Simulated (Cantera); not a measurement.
# Si + Cl₂ + H₂ (chlorosilane synthesis and conversion)

Charge: 1 mol Si, 2.3 mol Cl₂, 2.8 mol H₂, at 13500 Torr.

Cantera equilibrium calculation (NASA polynomials, part measured and part estimated; ideal gas, pure solids and liquids). Candidate condensed phases: Si; 19 gas species. The tables' values for SiCl₃ are old estimates; treat these amounts as uncertain. Kinetics and transport are ignored.

```tsv
T (K)	x H₂	x SiCl₄	x HCl	x SiHCl₃	x SiCl₃	x SiCl₂	x SiH₂Cl₂
875	0.608	0.242	0.149	0.00216	1.81e-6	7.82e-10	1.77e-6
975	0.604	0.238	0.152	0.00543	2.06e-5	5.03e-8	1.29e-5
1075	0.599	0.233	0.158	0.0110	0.000143	1.38e-6	6.06e-5
1175	0.590	0.224	0.166	0.0188	0.000676	1.99e-5	0.000201
1275	0.579	0.213	0.178	0.0279	0.00238	0.000173	0.000508
1375	0.564	0.197	0.193	0.0368	0.00656	0.001000	0.00102
1475	0.545	0.178	0.214	0.0430	0.0145	0.00403	0.00163
```
x: gas mole fraction; nothing condenses.

From 875 K to 1475 K nothing is condensed. The main Si-bearing gas is SiCl₄ throughout.
